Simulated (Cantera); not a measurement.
Cantera with NASA thermochemical tables; ideal gases at 1 bar, condensed phases pure. Values are per mole of reaction as written; species without (g) are pure solids or liquids, kept so even where they would boil at 1 bar.

Question: Between 1323 and 1573 K, where is each reaction favourable under standard conditions?
- 2 KCl + H2(g) = 2 HCl(g) + 2 K(g)

Answer: 
- 2 KCl + H2(g) = 2 HCl(g) + 2 K(g): ΔG° is 392 kJ at 1323 K and 324 kJ at 1573 K; it stays positive (K < 1). ΔH° is 744 kJ and ΔS° 267 J/K at 1573 K.
